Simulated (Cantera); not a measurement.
A closed system holds: 1 mol Pb, 47 mol H2, held at 3200 Pa.

Cantera equilibrium calculation (NASA polynomials, part measured and part estimated; ideal gas, pure solids and liquids). Candidate condensed phases: Pb; 4 gas species. The numbers say what is thermodynamically allowed, not how fast it happens.

x: gas mole fraction; n: condensed amount in mol.

```csv
T (°C),x H2,x Pb,x H,x Pb2,n Pb(l)
625,1.000,4.05e-5,6.12e-10,(withheld),0.998
700,1.000,0.000273,6.04e-9,(withheld),0.987
775,0.999,0.00140,4.32e-8,(withheld),0.934
850,0.994,0.00571,2.37e-7,(withheld),0.730
925,0.981,0.0195,1.05e-6,(withheld),0.0656
1000,0.979,0.0208,3.94e-6,(withheld),0
1075,0.979,0.0208,1.28e-5,(withheld),0
1150,0.979,0.0208,3.67e-5,(withheld),0
1225,0.979,0.0208,9.51e-5,(withheld),0
1300,0.979,0.0208,0.000225,(withheld),0
1375,0.979,0.0208,0.000492,(withheld),0
```

Question: Some entries are withheld; supply them.

Answer: 
- 625, x Pb2: 2.31e-11
- 700, x Pb2: 5.68e-10
- 775, x Pb2: 8.71e-9
- 850, x Pb2: 9.17e-8
- 925, x Pb2: 7.12e-7
- 1000, x Pb2: 5.68e-7
- 1075, x Pb2: 4.12e-7
- 1150, x Pb2: 3.09e-7
- 1225, x Pb2: 2.39e-7
- 1300, x Pb2: 1.88e-7
- 1375, x Pb2: 1.52e-7
